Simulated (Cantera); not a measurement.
Charge: 1 mol CuO, 6.9 mol CO, 2.5 mol N2, at 1098.15 K and 18.0 Pa.

Equilibrium computed with Cantera from the NASA thermochemical tables; the gas is ideal and each condensed phase is pure. Candidate condensed phases: C, Cu, CuO, Cu2O; 27 gas species. Equilibrium is a limit: real reactors are often held back by kinetics, nucleation or transport.

Base state: CO 0.628, N2 0.266, CO2 0.106 (mole fractions); condensed: Cu(s).

Question: What changes in the equilibrium state with this change: pressure from 18.0 Pa to 930000 Pa?

Answer: 
```csv
species,before,after
CO,0.628,0.499
N2,0.266,0.291
CO2,0.106,0.210
"Cu(s), mol",1.000,1.00
"C(graphite), mol",0,0.808
```

Question: What changes in the equilibrium state with this change: temperature from 1098.15 K to 2050 K?

Answer: 
```json
[
 {"species": "CO", "before": "0.628", "after": "0.569"},
 {"species": "N2", "before": "0.266", "after": "0.240"},
 {"species": "Cu", "before": "3.11e-6", "after": "0.0959"},
 {"species": "CO2", "before": "0.106", "after": "0.0927"},
 {"species": "O", "before": "<1e-9", "after": "0.00175"},
 {"species": "O2", "before": "<1e-9", "after": "0.000583"},
 {"species": "Cu(s), mol", "before": "1.000", "after": "0"}
]
```
